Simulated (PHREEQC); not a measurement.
A solution holds 0.11 mol/kgw HF, 0.009 mol/kgw NH4HF2 and 0.00024 mol/kgw H4SiO4, at 25 °C. Closed to the air; pH follows from the charge balance.

All values are PHREEQC results (ion-association model, phreeqc.dat), not measurements.

```
quantity          before     after
--------------  --------  --------
pH                  2.16      2.87
HF (mol/kgw)       0.106    0.0169
F- (mol/kgw)      0.0116   0.00939
HF2- (mol/kgw)   0.00470  0.000611
NH3 (mol/kgw)   6.39e-10   3.40e-9
```

Which change was made?
A) H4SiO4 replaced by Na2SiO3 at the same molality
B) NH4HF2 from 0.009 to 0.018 mol/kgw
C) HF from 0.11 to 0.011 mol/kgw
D) H4SiO4 from 0.00024 to 0.00036 mol/kgw
E) H4SiO4 left out

C, HF from 0.11 to 0.011 mol/kgw

This is a speciation only: nothing precipitates in the calculation. SiF6-2 is the database's only silicon fluoride.
